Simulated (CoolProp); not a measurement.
Saturation properties of n-dodecane (Tc = 658.1 K, pc = 1818 kPa, ω = 0.574).

Computed with CoolProp (reference Helmholtz-energy equation of state, Lemmon 2004). It is a short technical equation, of lower accuracy than the large ones.

| T (K) | p (kPa) | liquid viscosity (µPa s) | vapour viscosity (µPa s) | liquid conductivity (mW/(m K)) |
|---|---|---|---|---|
| 404.3 | 7.677 | 380 | 6.09 | 112 |
| 412.8 | 10.56 | 353 | 6.22 | 110 |
| 421.2 | 14.25 | 329 | 6.35 | 109 |
| 429.7 | 19.00 | 308 | 6.49 | 107 |
| 438.1 | 24.90 | 288 | 6.62 | 105 |
| 446.6 | 32.31 | 269 | 6.75 | 103 |
| 455 | 41.30 | 252 | 6.88 | 102 |
| 463.5 | 52.35 | 237 | 7.01 | 100 |
| 471.9 | 65.48 | 222 | 7.14 | 98.5 |
| 480.4 | 81.30 | 208 | 7.27 | 96.8 |
| 488.8 | 99.79 | 196 | 7.40 | 95.2 |
| 497.3 | 121.7 | 183 | 7.53 | 93.6 |
| 505.7 | 146.9 | 172 | 7.66 | 92.0 |
| 514.2 | 176.5 | 161 | 7.80 | 90.3 |

It boils at 489.4 K under 1 atm.

Viscosity comes from a separate model (Huber 2004). Thermal conductivity comes from a separate model (Huber 2004).
